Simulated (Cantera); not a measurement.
Premixed flame

A freely propagating, adiabatic, planar premixed flame of CH4 : C2H6 : C3H8 : O2 : N2 = 1 : 0.11 : 0.74 : 6.08 : 22.9 (molar parts), unburnt at 450 K and 5.00 bar; mixture-averaged transport, grid criteria slope 0.08 and curve 0.16, no radiation.

Computed with Cantera and GRI-Mech 3.0 (53 species, 325 reactions). GRI-Mech 3.0 was tuned for natural gas; its chemistry of propane as a main component is partial and can be far from experiment. Burning velocities carry a grid error of a few per cent, more on coarse grids.

```tsv
z (mm)	T (K)	u (m/s)	x CH4	x C2H6	x C3H8	x OH	x H2O2	x O
-0.280	450	0.544	0.0324	0.00357	0.0240	<1e-8	3.53e-8	<1e-8
-0.187	453	0.548	0.0323	0.00356	0.0240	<1e-8	5.96e-7	<1e-8
-0.140	462	0.560	0.0320	0.00355	0.0239	<1e-8	2.65e-6	<1e-8
-0.0933	524	0.640	0.0306	0.00349	0.0236	6.08e-8	1.63e-5	<1e-8
-0.0467	934	1.16	0.0227	0.00291	0.0175	1.02e-5	7.23e-5	6.47e-7
-0.0233	1369	1.74	0.0142	0.00179	0.00643	0.000150	5.14e-5	3.36e-5
0	1795	2.31	0.00411	0.000147	0.000138	0.00176	3.10e-6	0.000541
0.0233	1988	2.55	0.000308	3.93e-7	3.26e-8	0.00531	9.31e-7	0.00184
0.0467	2065	2.64	1.15e-5	<1e-8	<1e-8	0.00694	7.01e-7	0.00231
0.0933	2152	2.73	2.28e-8	<1e-8	<1e-8	0.00707	5.17e-7	0.00188
0.187	2237	2.82	<1e-8	<1e-8	<1e-8	0.00611	3.59e-7	0.00116
0.373	2304	2.89	<1e-8	<1e-8	<1e-8	0.00487	2.48e-7	0.000642
0.747	2346	2.94	<1e-8	<1e-8	<1e-8	0.00394	1.82e-7	0.000383
```
x: mole fraction of selected species; z is measured from the peak of heat release.

```yaml
laminar_burning_velocity: 54.4 cm/s
thermal_thickness: 0.0933 mm
peak x(OH): 0.00720
peak x(H2O2): 7.72e-5
peak x(O): 0.00231
grid_points: 137
```
